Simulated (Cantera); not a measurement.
Charge: 1 mol Ta, 15 mol N2O, equilibrated at 0.830 bar.

Cantera equilibrium calculation (NASA polynomials, part measured and part estimated; ideal gas, pure solids and liquids). Candidate condensed phases: Ta, Ta2O5; 12 gas species. The numbers say what is thermodynamically allowed, not how fast it happens.

x: gas mole fraction; n: condensed amount in mol.

| T (°C) | x N2 | x O2 | x NO | x O | x NO2 | n Ta2O5(s) | n Ta2O5(l) |
|---|---|---|---|---|---|---|---|
| 1102 | 0.706 | 0.294 | 0.000703 | 3.79e-7 | 6.17e-6 | 0.500 | 0 |
| 1202 | 0.705 | 0.294 | ? | ? | ? | 0.500 | 0 |
| 1302 | 0.705 | 0.293 | 0.00194 | 6.36e-6 | 9.03e-6 | 0.500 | 0 |
| 1402 | 0.704 | 0.293 | ? | ? | ? | 0.500 | 0 |
| 1502 | 0.704 | 0.292 | 0.00425 | 5.68e-5 | 1.21e-5 | 0.500 | 0 |
| 1602 | 0.703 | 0.291 | 0.00590 | 0.000142 | 1.37e-5 | 0.500 | 0 |
| 1702 | 0.702 | 0.290 | 0.00792 | 0.000326 | 1.53e-5 | 0.500 | 0 |
| 1802 | 0.700 | 0.288 | 0.0103 | 0.000687 | 1.69e-5 | 0 | 0.500 |
| 1902 | 0.699 | 0.287 | 0.0131 | 0.00135 | 1.85e-5 | 0 | 0.500 |
| 2002 | 0.697 | 0.284 | 0.0163 | 0.00251 | 2.00e-5 | 0 | 0.500 |
| 2102 | 0.694 | 0.281 | 0.0198 | 0.00441 | 2.15e-5 | 0 | 0.500 |

Task: Complete the blanks.

Result: 
- 1402, x NO: 0.00294
- 1402, x O: 2.03e-5
- 1402, x NO2: 1.06e-5
- 1202, x NO: 0.00121
- 1202, x O: 1.71e-6
- 1202, x NO2: 7.56e-6
